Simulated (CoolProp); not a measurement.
A closed Brayton cycle with nitrogen: compressor inlet 317.15 K and 1.8 MPa, high pressure 3.52 MPa, turbine inlet 885 K, compressor efficiency 0.8, turbine efficiency 0.9, recuperator effectiveness 0.8 (on enthalpy, no pinch check). Each further row changes one setting.

Values from CoolProp's reference Helmholtz-energy equation of state, Span 2000.

```csv
case,thermal efficiency (%),net work (kJ/kg),compressor to turbine work,compressor exit (K),turbine exit (K)
as stated,___,59.4,0.60,401.1,755.9
turbine inlet 835 K,___,51.0,0.63,401.1,712.1
compressor inlet 327.15 K,___,___,___,413.7,755.9
high pressure 2.99 MPa,___,___,0.57,___,785.6
recuperator effectiveness 0.5,17.5,59.4,0.60,401.1,755.9
```

Q: Complete the blanks.

A: 
- as stated, thermal efficiency (%): 26.4
- turbine inlet 835 K, thermal efficiency (%): 24.6
- compressor inlet 327.15 K, thermal efficiency (%): 25.4
- compressor inlet 327.15 K, net work (kJ/kg): 56.6
- compressor inlet 327.15 K, compressor to turbine work: 0.61
- high pressure 2.99 MPa, thermal efficiency (%): 24.1
- high pressure 2.99 MPa, net work (kJ/kg): 48.9
- high pressure 2.99 MPa, compressor exit (K): 379.2
